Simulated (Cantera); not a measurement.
A closed system holds: 1 mol Cr, 1.5 mol N₂O, 5.4 mol N₂, at 1998 K.

Equilibrium computed with Cantera from the NASA thermochemical tables; the gas is ideal and each condensed phase is pure. Candidate condensed phases: Cr, CrN, Cr₂N, Cr₂O₃; 14 gas species. Kinetics and transport are ignored.

Task: What share of the Cr ends up in condensed phases as a function of P (Pa), at 0.100, 1, 10, 100, 1000, 10000, 100000, 1000000?

Result: 
```csv
P (Pa),Cr condensed (%),as
0.100,0.0,-
1,0.0,-
10,83.4,Cr₂O₃(s)
100,98.3,Cr₂O₃(s)
1000,99.8,Cr₂O₃(s)
10000,100.0,Cr₂O₃(s)
100000,100.0,Cr₂O₃(s)
1000000,100.0,Cr₂O₃(s)
```
